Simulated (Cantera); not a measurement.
Input (Python, Cantera):

```python
import numpy as np
import cantera as ct

gas = ct.Solution("gri30.yaml")


def delay(T, t_max=10):
    gas.TPX = T, 2000000, {'CH4': 1, 'CO': 0.15, 'O2': 2.8, 'N2': 10.5, 'H2O': 0.54}
    reactor = ct.IdealGasConstPressureReactor(gas, clone=False)
    net = ct.ReactorNet([reactor])
    net.rtol, net.atol = 1e-8, 1e-16
    while net.time < t_max:
        t_old, T_old = net.time, reactor.T
        net.step()
        if reactor.T > T + 400:  # ignition: a rise of 400 K
            return t_old + (T + 400 - T_old) / (reactor.T - T_old) * (net.time - t_old)
    return np.nan


taus = []
for T in [1173, 1223, 1273, 1323, 1373, 1423, 1473]:
    taus.append(delay(T))
    print(f"T0 = {T:6g} K   tau = {taus[-1]:.4e} s")
```

Output:

```
T0 =   1173 K   tau = 3.3841e-03 s
T0 =   1223 K   tau = 1.7665e-03 s
T0 =   1273 K   tau = 9.7061e-04 s
T0 =   1323 K   tau = 5.5597e-04 s
T0 =   1373 K   tau = 3.2939e-04 s
T0 =   1423 K   tau = 2.0064e-04 s
T0 =   1473 K   tau = 1.2510e-04 s
```

Computed with Cantera and GRI-Mech 3.0 (53 species, 325 reactions). The pressure lies above the range GRI-Mech 3.0 was tuned for (to about 10 atm).
